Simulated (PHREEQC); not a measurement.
Solution (25 °C): 0.0016 mol/kgw HCl and 0.3 mol/kgw ZnSO4. Closed to the air; pH follows from the charge balance.

All values are PHREEQC results (ion-association model, wateq4f.dat), not measurements.

This is a speciation only: nothing precipitates in the calculation.

Estimate the pH, activity of water, ionic strength.

pH 3.36; activity of water 0.993; ionic strength 0.543 mol/kgw.

In which forms is Zn present?

Zn+2 45 %, ZnSO4 36 %, Zn(SO4)2-2 18 % of the Zn.
